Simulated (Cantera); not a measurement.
Input (Python, Cantera):

```python
import numpy as np
import cantera as ct

gas = ct.Solution("gri30.yaml")
gas.TPX = 1498, 100000, {'CH4': 1, 'O2': 2.47, 'N2': 9.28, 'H2O': 0.017}
reactor = ct.IdealGasReactor(gas, energy="on", clone=False)
net = ct.ReactorNet([reactor])
net.rtol, net.atol = 1e-08, 1e-16
show = ['CH4', 'O2', 'CH2O', 'NO', 'CH2', 'CH2CO', 'H2O']
times = np.geomspace(4e-06, 8, 16)

steps = ct.SolutionArray(gas, extra=["t"])
rows = []
print(f"{'t/s':>10s}{'T/K':>9s}{'P/Pa':>11s}" + "".join(f"{s:>11s}" for s in show))
for t in times:
    while net.time < t:
        t_next = net.step()
        steps.append(gas.state, t=t_next)
    rows.append([np.interp(t, steps.t, y) for y in (steps.T, steps.P, *steps(*show).X.T)])
    print(f"{t:10.3e}{rows[-1][0]:9.1f}{rows[-1][1]:11.4g}" + "".join(f"{x:11.3e}" for x in rows[-1][2:]))
rate = np.gradient(steps.T, steps.t)
print("integrator steps:", len(steps.t))
if steps.T.max() > steps.T[0] + 200:
    print(f"time of steepest temperature rise: {steps.t[rate.argmax()]:.4e} s")
gas.TPX = 1498, 100000, {'CH4': 1, 'O2': 2.47, 'N2': 9.28, 'H2O': 0.017}
gas.equilibrate("UV")
print(f"equilibrium (UV): T = {gas.T:.1f} K  " + "  ".join(f"{s} {gas[s].X[0]:.3e}" for s in show))
```

Output:

```
       t/s      T/K       P/Pa        CH4         O2       CH2O         NO        CH2      CH2CO        H2O
 4.000e-06   1498.0      1e+05  7.833e-02  1.935e-01  5.134e-09  1.619e-16  3.071e-14  1.117e-19  1.332e-03
 1.052e-05   1498.0      1e+05  7.833e-02  1.935e-01  3.971e-08  5.928e-16  1.387e-13  1.677e-17  1.332e-03
 2.768e-05   1498.0      1e+05  7.832e-02  1.935e-01  3.134e-07  2.244e-15  8.917e-13  2.356e-15  1.333e-03
 7.282e-05   1498.0      1e+05  7.831e-02  1.935e-01  2.811e-06  1.129e-14  8.868e-12  4.736e-13  1.338e-03
 1.916e-04   1498.0      1e+05  7.823e-02  1.934e-01  3.144e-05  9.137e-14  1.510e-10  1.971e-10  1.384e-03
 5.040e-04   1501.5  1.002e+05  7.734e-02  1.929e-01  3.741e-04  1.197e-12  3.081e-09  1.382e-07  1.979e-03
 1.326e-03   2838.7  1.965e+05  9.077e-16  4.397e-02  2.476e-10  4.828e-03  1.365e-14  1.566e-17  1.260e-01
 3.488e-03   2825.4  1.954e+05  9.572e-16  3.951e-02  2.487e-10  1.533e-02  1.278e-14  1.557e-17  1.269e-01
 9.175e-03   2825.1  1.954e+05  9.583e-16  3.942e-02  2.488e-10  1.554e-02  1.277e-14  1.557e-17  1.269e-01
 2.414e-02   2825.1  1.954e+05  9.583e-16  3.942e-02  2.488e-10  1.554e-02  1.277e-14  1.557e-17  1.269e-01
 6.350e-02   2825.1  1.954e+05  9.583e-16  3.942e-02  2.488e-10  1.554e-02  1.277e-14  1.557e-17  1.269e-01
 1.670e-01   2825.1  1.954e+05  9.583e-16  3.942e-02  2.488e-10  1.554e-02  1.277e-14  1.557e-17  1.269e-01
 4.394e-01   2825.1  1.954e+05  9.583e-16  3.942e-02  2.488e-10  1.554e-02  1.277e-14  1.557e-17  1.269e-01
 1.156e+00   2825.1  1.954e+05  9.583e-16  3.942e-02  2.488e-10  1.554e-02  1.277e-14  1.557e-17  1.269e-01
 3.041e+00   2825.1  1.954e+05  9.583e-16  3.942e-02  2.488e-10  1.554e-02  1.277e-14  1.557e-17  1.269e-01
 8.000e+00   2825.1  1.954e+05  9.583e-16  3.942e-02  2.488e-10  1.554e-02  1.277e-14  1.557e-17  1.269e-01
integrator steps: 1892
time of steepest temperature rise: 1.0623e-03 s
equilibrium (UV): T = 2825.1 K  CH4 1.301e-15  O2 3.942e-02  CH2O 2.488e-10  NO 1.554e-02  CH2 1.423e-14  CH2CO 1.716e-17  H2O 1.269e-01
```

Cantera simulation using GRI-Mech 3.0 (53 species, 325 reactions); the numbers are that mechanism's predictions, not measurements.
